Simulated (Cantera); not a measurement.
A closed system holds: 1 mol Ti(OiPr)4, 3.2 mol CH4, 2.8 mol H2, held at 0.00133 bar.

These are equilibrium values from Cantera (NASA tables, ideal gas, pure condensed phases), not measurements of a reactor. Candidate condensed phases: C, C6H6, C7H8, C8H18, H2O, Ti, TiC, TiO, TiO2, Ti2O3, Ti3O5, Ti4O7; 113 gas species. The feed counts by its element totals alone. TiC: taken at fixed stoichiometry. Rates play no part. All values below are at 1777 °C.

Base state: H2 0.801, CO 0.143, H 0.0556, C2H2 (acetylene) 0.000850 (mole fractions); condensed: C(graphite) + TiC(s).

### Question
What changes in the equilibrium state with this change: pressure from 0.00133 bar to 1.00 bar?

### Answer
| species | before | after |
|---|---|---|
| H2 | 0.801 | 0.850 |
| CO | 0.143 | 0.147 |
| H | 0.0556 | 0.00209 |
| CH4 | 3.19e-7 | 0.000269 |
| H2O | 1.47e-8 | 1.21e-5 |
| CH3 | 4.35e-7 | 1.30e-5 |
| C2H2 (acetylene) | 0.000850 | 0.000902 |
| C(graphite), mol | 10.2 | 10.1 |
| TiC(s), mol | 1.000 | 1.00 |
